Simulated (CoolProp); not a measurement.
Vapour-liquid equilibrium of R125 (1) + fluoroethane (R161) (2) at 1.38 bar; x and y are mole fractions of (1).

Values from CoolProp's multi-fluid Helmholtz-energy mixture model, Lemmon 2005 and Wu 2012; pair parameters Bell 2016.

Q: Give the bubble temperature and the first vapour's composition at x = 0.35, 0.425, 0.875. Is there an azeotrope?

A: x = 0.35: 237.9 K, y = 0.482; x = 0.425: 236.8 K, y = 0.564; x = 0.875: 232.3 K, y = 0.909. No azeotrope shows between x = 0.05 and 0.95.

The pair parameters rest on a limited set of measurements; away from them the model extrapolates. The gap from Raoult's law changes sign with composition, which may be real or a fault of the pair parameters; it wasn't checked against measurements.
